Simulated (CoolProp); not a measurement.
Vapour pressure (MPa) of ammonia: the reference equation beside estimates from Tc = 405.6 K, pc = 11.36 MPa, ω = 0.256.

Model: reference Helmholtz-energy equation of state, Gao 2020, in CoolProp.

| T (K) | reference | Lee-Kesler | Redlich-Kwong | Peng-Robinson |
|---|---|---|---|---|
| 222.6 | 0.03947 | 0.03648 | 0.08555 | 0.03884 |
| 237.9 | 0.09186 | 0.08739 | 0.1828 | 0.09077 |
| 253.1 | 0.1896 | 0.1844 | 0.3476 | 0.1879 |
| 268.4 | 0.3581 | 0.3541 | 0.6074 | 0.3559 |
| 283.7 | 0.6265 | 0.6265 | 0.9880 | 0.6241 |
| 299 | 1.029 | 1.036 | 1.516 | 1.027 |
| 314.2 | 1.600 | 1.615 | 2.214 | 1.601 |
| 329.5 | 2.389 | 2.412 | 3.116 | 2.395 |
| 344.8 | 3.440 | 3.465 | 4.242 | 3.454 |
| 360.1 | 4.803 | 4.826 | 5.616 | 4.829 |

Absolute difference from the reference over all 10 rows, mean and median: Lee-Kesler 2.0 and 1.0 %, Redlich-Kwong 58.3 and 52.5 %, Peng-Robinson 0.6 and 0.5 %.
